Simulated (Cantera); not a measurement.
# N2O furnace oxynitridation

An isothermal, constant-pressure homogeneous reactor starts with N₂O : H₂O = 1 : 0.028 (molar parts), at 1500 K and 0.0326 atm.

Model: GRI-Mech 3.0 (53 species, 325 reactions), integrated in Cantera. GRI-Mech 3.0 was tuned for natural gas; its chemistry of N2O as a main component is partial and can be far from experiment. Radical loss at walls, strong at low pressure, is not modelled. The temperature is held fixed by assumption; the heat of reaction is taken as removed at once.

```json
[
 {"t (s)": "4.00e-5", "x N₂O": "0.973", "x H₂O": "0.0272", "x H₂O₂": "1.49e-12", "x O": "3.22e-5", "x NO": "4.43e-6", "x HO₂": "6.14e-9"},
 {"t (s)": "0.000123", "x N₂O": "0.972", "x H₂O": "0.0272", "x H₂O₂": "9.71e-11", "x O": "6.25e-5", "x NO": "3.08e-5", "x HO₂": "1.38e-7"},
 {"t (s)": "0.000380", "x N₂O": "0.972", "x H₂O": "0.0272", "x H₂O₂": "3.89e-9", "x O": "7.63e-5", "x NO": "0.000149", "x HO₂": "2.09e-6"},
 {"t (s)": "0.00117", "x N₂O": "0.969", "x H₂O": "0.0272", "x H₂O₂": "7.32e-8", "x O": "7.58e-5", "x NO": "0.000528", "x HO₂": "1.46e-5"},
 {"t (s)": "0.00360", "x N₂O": "0.962", "x H₂O": "0.0270", "x H₂O₂": "1.54e-7", "x O": "7.52e-5", "x NO": "0.00165", "x HO₂": "2.28e-5"},
 {"t (s)": "0.0111", "x N₂O": "0.939", "x H₂O": "0.0268", "x H₂O₂": "8.54e-8", "x O": "7.44e-5", "x NO": "0.00492", "x HO₂": "1.64e-5"},
 {"t (s)": "0.0342", "x N₂O": "0.874", "x H₂O": "0.0262", "x H₂O₂": "3.71e-8", "x O": "7.22e-5", "x NO": "0.0143", "x HO₂": "9.66e-6"},
 {"t (s)": "0.105", "x N₂O": "0.707", "x H₂O": "0.0247", "x H₂O₂": "1.20e-8", "x O": "6.99e-5", "x NO": "0.0384", "x HO₂": "4.12e-6"},
 {"t (s)": "0.325", "x N₂O": "0.395", "x H₂O": "0.0218", "x H₂O₂": "3.53e-9", "x O": "6.70e-5", "x NO": "0.0830", "x HO₂": "1.17e-6"},
 {"t (s)": "1.00", "x N₂O": "0.0859", "x H₂O": "0.0190", "x H₂O₂": "1.42e-9", "x O": "6.09e-5", "x NO": "0.125", "x HO₂": "1.83e-7"}
]
```
x: mole fraction; the columns are a selection and need not sum to one.

Equilibrium at this temperature and pressure: N₂O 1.42e-8, H₂O 0.0183, H₂O₂ 3.94e-10, O 1.28e-5, NO 0.00140, HO₂ 4.92e-8 (gas phase only).
